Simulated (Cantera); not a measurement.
Input: 1 mol Fe3O4, a varied amount of H2, 12 mol N2, held at 1898 K and 3.80 mbar.

Method: chemical equilibrium by Gibbs-energy minimisation in Cantera with the NASA 1993 tables (ideal gas, pure condensed phases). Candidate condensed phases: Fe, FeO, Fe(OH)2, Fe(OH)3, Fe2O3, Fe3O4, H2O; 27 gas species. Kinetics and transport are ignored.

log p: log10 of the partial pressure in bar; n: condensed amount in mol.

```tsv
n(H2) (mol)	log p H2	log p N2	log p H2O	log p Fe	log p H	log p OH	n Fe(l)
51	-2.57	-3.16	-3.63	-3.96	-4.39	-6.54	1.13
190	-2.47	-3.66	-4.13	-4.26	-4.34	-7.09	0
320	-2.45	-3.87	-4.35	-4.47	-4.33	-7.32	0
460	-2.44	?	?	?	-4.33	?	0
600	-2.44	-4.13	-4.61	-4.73	-4.33	-7.58	0
730	-2.44	-4.22	-4.69	-4.82	-4.33	-7.67	0
870	-2.44	-4.29	-4.77	-4.89	-4.32	-7.74	0
1000	-2.43	-4.35	-4.83	-4.95	-4.32	-7.81	0
1100	-2.43	-4.39	-4.87	-4.99	-4.32	-7.85	0
1300	-2.43	-4.46	-4.94	-5.06	-4.32	-7.92	0
1400	-2.43	-4.49	-4.97	-5.10	-4.32	-7.95	0
```

Problem. What belongs in the gaps?

Solution. 
- 460, log p N2: -4.02
- 460, log p H2O: -4.50
- 460, log p Fe: -4.62
- 460, log p OH: -7.47
